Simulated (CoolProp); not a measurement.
Properties of sulfur hexafluoride along the isobar 4930 kPa (Tc = 45.6 °C, pc = 3755 kPa, ω = 0.210).

The numbers come from the reference Helmholtz-energy equation of state, Guder 2009 in CoolProp.

```json
[
 {"T (°C)": "-28.35", "phase": "liquid", "density (kg/m³)": "1766", "cv (kJ/(kg K))": "0.5695", "expansivity (1/kK)": "2.871", "Prandtl number": "3.87", "fugacity coefficient": "0.1129"},
 {"T (°C)": "-10.05", "phase": "liquid", "density (kg/m³)": "1667", "cv (kJ/(kg K))": "0.6024", "expansivity (1/kK)": "3.429", "Prandtl number": "3.35", "fugacity coefficient": "0.1888"},
 {"T (°C)": "8.25", "phase": "liquid", "density (kg/m³)": "1554", "cv (kJ/(kg K))": "0.6348", "expansivity (1/kK)": "4.378", "Prandtl number": "2.95", "fugacity coefficient": "0.2876"},
 {"T (°C)": "26.65", "phase": "liquid", "density (kg/m³)": "1411", "cv (kJ/(kg K))": "0.6690", "expansivity (1/kK)": "(withheld)", "Prandtl number": "2.69", "fugacity coefficient": "0.4059"},
 {"T (°C)": "44.95", "phase": "liquid", "density (kg/m³)": "1196", "cv (kJ/(kg K))": "0.7121", "expansivity (1/kK)": "13.73", "Prandtl number": "2.71", "fugacity coefficient": "0.5333"},
 {"T (°C)": "63.25", "phase": "supercritical", "density (kg/m³)": "602.1", "cv (kJ/(kg K))": "0.7695", "expansivity (1/kK)": "43.88", "Prandtl number": "2.33", "fugacity coefficient": "0.6449"},
 {"T (°C)": "81.65", "phase": "supercritical", "density (kg/m³)": "396.1", "cv (kJ/(kg K))": "0.7450", "expansivity (1/kK)": "13.33", "Prandtl number": "1.15", "fugacity coefficient": "0.7115"},
 {"T (°C)": "99.95", "phase": "supercritical", "density (kg/m³)": "327.8", "cv (kJ/(kg K))": "0.7489", "expansivity (1/kK)": "8.283", "Prandtl number": "(withheld)", "fugacity coefficient": "0.7601"},
 {"T (°C)": "118.25", "phase": "supercritical", "density (kg/m³)": "287.7", "cv (kJ/(kg K))": "0.7595", "expansivity (1/kK)": "6.196", "Prandtl number": "0.914", "fugacity coefficient": "0.7987"},
 {"T (°C)": "136.65", "phase": "supercritical", "density (kg/m³)": "259.7", "cv (kJ/(kg K))": "0.7722", "expansivity (1/kK)": "(withheld)", "Prandtl number": "0.870", "fugacity coefficient": "0.8304"},
 {"T (°C)": "154.95", "phase": "supercritical", "density (kg/m³)": "238.6", "cv (kJ/(kg K))": "0.7854", "expansivity (1/kK)": "4.282", "Prandtl number": "0.838", "fugacity coefficient": "0.8567"},
 {"T (°C)": "173.35", "phase": "supercritical", "density (kg/m³)": "221.7", "cv (kJ/(kg K))": "0.7984", "expansivity (1/kK)": "3.753", "Prandtl number": "0.813", "fugacity coefficient": "0.8790"},
 {"T (°C)": "191.65", "phase": "supercritical", "density (kg/m³)": "207.7", "cv (kJ/(kg K))": "0.8108", "expansivity (1/kK)": "3.359", "Prandtl number": "0.793", "fugacity coefficient": "(withheld)"},
 {"T (°C)": "209.95", "phase": "supercritical", "density (kg/m³)": "195.9", "cv (kJ/(kg K))": "0.8225", "expansivity (1/kK)": "3.051", "Prandtl number": "0.779", "fugacity coefficient": "0.9137"}
]
```

Q: Complete the blanks.

A: 
- 26.65, expansivity (1/kK): 6.391
- 99.95, Prandtl number: 0.984
- 136.65, expansivity (1/kK): 5.030
- 191.65, fugacity coefficient: 0.8977

Viscosity comes from a separate model (Quiñones-Cisneros 2012). Thermal conductivity comes from a separate model (Assael 2012).
